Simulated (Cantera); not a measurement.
Charge: 1 mol CF₄, equilibrated at 1625 K and 2.10 Pa.

Equilibrium computed with Cantera from the NASA thermochemical tables; the gas is ideal and each condensed phase is pure. Candidate condensed phases: C; 13 gas species. Gases not in the tables: C₂F₆ and larger saturated fluorocarbons. Kinetics and transport are ignored.

Base state: CF₄ 0.912, F 0.0580, CF₂ 0.0283, CF₃ 0.00132 (mole fractions); condensed: gas only.

Q: What changes in the equilibrium state with this change: CF₄ replaced by CH₃Cl?

A: 
```csv
species,before,after
H₂,0,0.494
HCl,0,0.487
H,0,0.0108
CF₄,0.912,0
F,0.0580,0
CF₂,0.0283,0
Cl,0,0.00840
CF₃,0.00132,0
C₂H₂ (acetylene),0,1.76e-5
"C(graphite), mol",0,1.000
```
Further candidate phases: C₆H₆, C₇H₈, C₈H₁₈.
